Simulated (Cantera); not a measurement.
# Si + H2O + H2 (thermal oxidation and active oxidation of silicon)

Charge: 1 mol Si, 0.067 mol H2O, 6.7 mol H2, equilibrated at 2.70 Torr.

Cantera equilibrium calculation (NASA polynomials, part measured and part estimated; ideal gas, pure solids and liquids). Candidate condensed phases: H2O, Si, SiO2; 18 gas species. Mutual solubility and eutectic melting of coexisting phases are not modelled. The tables hold silica as quartz up to 1696 K and as liquid above; real silica turns to tridymite and cristobalite and melts near 1996 K. Gases not in the tables: Si2H6 and higher silanes. Equilibrium is a limit: real reactors are often held back by kinetics, nucleation or transport.

```tsv
T (K)	x H2	x H	x SiO	x Si	x SiH	x SiH2	n Si(s)	n SiO2(β-quartz)	n Si(l)
1048	1.000	1.29e-7	9.78e-7	<1e-12	1.59e-12	3.55e-10	0.966	0.0335	0
1148	1.000	1.19e-6	3.11e-5	5.07e-11	6.46e-11	3.97e-9	0.966	0.0334	0
1248	0.999	7.78e-6	0.000562	2.15e-9	1.44e-9	3.01e-8	0.965	0.0316	0
1348	0.993	3.84e-5	0.00655	5.22e-8	2.01e-8	1.68e-7	0.944	0.0112	0
1448	0.990	0.000153	0.00980	8.12e-7	1.94e-7	7.41e-7	0.933	0	0
1548	0.990	0.000511	0.00980	8.83e-6	1.40e-6	2.70e-6	0.933	0	0
1648	0.989	0.00148	0.00980	7.16e-5	7.85e-6	8.38e-6	0.932	0	0
1748	0.986	0.00378	0.00978	0.000404	3.21e-5	2.02e-5	0	0	0.930
1848	0.980	0.00875	0.00974	0.00174	0.000103	4.08e-5	0	0	0.920
1948	0.965	0.0185	0.00965	0.00645	0.000292	7.56e-5	0	0	0.885
```
x: gas mole fraction; n: condensed amount in mol.

From 1048 K to 1348 K the condensed part is Si(s) + SiO2(β-quartz). From 1448 K to 1648 K the condensed part is Si(s). From 1748 K to 1948 K the condensed part is Si(l). The main Si-bearing gas is SiO throughout.
